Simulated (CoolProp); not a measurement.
Model: reference Helmholtz-energy equation of state, Akasaka 2022, in CoolProp.

Problem. For R1233zd(E), give the phase and the cp (kJ/(kg K)) at 450 K and 0.00566 MPa.

Solution. 
- 450 K and 0.00566 MPa: gas; cp 0.978
